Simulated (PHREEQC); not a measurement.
Make-up at 30 °C: 0.058 mol NiSO4 per kg of water. Closed to the air; pH follows from the charge balance.

The numbers come from PHREEQC with the ion-association model, wateq4f.dat.

This is a speciation only: nothing precipitates in the calculation.

**Question.** Predict the pH, ionic strength.

**Answer.** pH 6.00; ionic strength 0.133 mol/kgw.

**Question.** In which forms is Ni present?

**Answer.** Ni+2 57 %, NiSO4 43 % of the Ni.
